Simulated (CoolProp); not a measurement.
CHF3 (R23) along the isobar 2.58 MPa: density (kg/m³) from the reference equation and from simpler models built on Tc = 299.3 K, pc = 4.832 MPa, ω = 0.263; each cubic takes its own stable root.

Computed with CoolProp (reference Helmholtz-energy equation of state, Penoncello 2003).

```json
[
 {"T (K)": "224.5", "phase": "liquid", "reference": "1318"},
 {"T (K)": "234.6", "phase": "liquid", "reference": "1273"},
 {"T (K)": "244.8", "phase": "liquid", "reference": "1222"},
 {"T (K)": "254.9", "phase": "liquid", "reference": "1167"},
 {"T (K)": "265", "phase": "liquid", "reference": "1101"},
 {"T (K)": "275.2", "phase": "gas", "reference": "122.2"},
 {"T (K)": "285.3", "phase": "gas", "reference": "106.6"},
 {"T (K)": "295.4", "phase": "gas", "reference": "96.80"},
 {"T (K)": "305.6", "phase": "gas", "reference": "89.50"},
 {"T (K)": "315.7", "phase": "gas", "reference": "83.79"},
 {"T (K)": "325.8", "phase": "gas", "reference": "79.07"}
]
```

How far does each simpler model (van der Waals, Redlich-Kwong, Peng-Robinson) lie from the reference over these 11 states: mean and median of the absolute difference, and the worst?


- van der Waals: mean 27.1 %, median 14.2 %, worst -89.6 % at 265 K and 2.58 MPa
- Redlich-Kwong: mean 10.8 %, median 8.2 %, worst -23.1 % at 265 K and 2.58 MPa
- Peng-Robinson: mean 2.9 %, median 2.8 %, worst -7.6 % at 265 K and 2.58 MPa

At some of these states van der Waals gives the other phase, because its saturation line lies elsewhere.
